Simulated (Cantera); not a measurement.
Charge: 1 mol Si2H6, 3.7 mol O3, at 2500 Pa.

Method: chemical equilibrium by Gibbs-energy minimisation in Cantera with the NASA 1993 tables (ideal gas, pure condensed phases). Candidate condensed phases: H2O, Si, SiO2; 18 gas species. The feed counts by its element totals alone. The tables hold silica as quartz up to 1696 K and as liquid above; real silica turns to tridymite and cristobalite and melts near 1996 K. Gases not in the tables: Si(OH)4. Equilibrium is a limit: real reactors are often held back by kinetics, nucleation or transport.

Problem. Which condensed phases are stable at each of these points (T (K)): 1075, 1150, 1225, 1300, 1375, 1450, 1525, 1600, 1675, 1750, 1825, 1900, 1975?

Solution. 
```tsv
T (K)	condensed phases	Si condensed (%)
1075	SiO2(β-quartz)	100.0
1150	SiO2(β-quartz)	100.0
1225	SiO2(β-quartz)	100.0
1300	SiO2(β-quartz)	100.0
1375	SiO2(β-quartz)	100.0
1450	SiO2(β-quartz)	100.0
1525	SiO2(β-quartz)	100.0
1600	SiO2(β-quartz)	100.0
1675	SiO2(β-quartz)	100.0
1750	SiO2(condensed)	100.0
1825	SiO2(condensed)	100.0
1900	SiO2(condensed)	100.0
1975	SiO2(condensed)	100.0
```

From 1075 K to 1675 K the condensed part is SiO2(β-quartz). From 1750 K to 1975 K the condensed part is SiO2(condensed).
